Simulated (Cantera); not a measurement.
Mixture: CH4 : CO : O2 : N2 = 1 : 0.59 : 3.14 : 11.8 (molar parts), equivalence ratio 0.73, at 1.58 atm, adiabatic and at constant volume. Ignition delay is the time to a rise of 400 K.

Detailed kinetics in Cantera: GRI-Mech 3.0 (53 species, 325 reactions).

Question: What does this change do: pressure from 1.58 atm to 1.68 atm?

Answer: 
```tsv
quantity	before	after
delay at 1150 K	63.8 ms	60.5 ms
delay at 1300 K	7.08 ms	6.76 ms
delay at 1450 K	1.15 ms	1.10 ms
delay at 1600 K	0.277 ms	0.264 ms
delay at 1750 K	92.5 µs	87.7 µs
apparent activation energy between 1600 and 1750 K	170 kJ/mol	170 kJ/mol
```

Question: What does this change do: pressure from 1.58 atm to 4.84 atm?

Answer: 
```csv
quantity,before,after
delay at 1150 K,63.8 ms,23.2 ms
delay at 1300 K,7.08 ms,2.84 ms
delay at 1450 K,1.15 ms,0.490 ms
delay at 1600 K,0.277 ms,0.115 ms
delay at 1750 K,92.5 µs,35.9 µs
apparent activation energy between 1600 and 1750 K,170 kJ/mol,180 kJ/mol
```
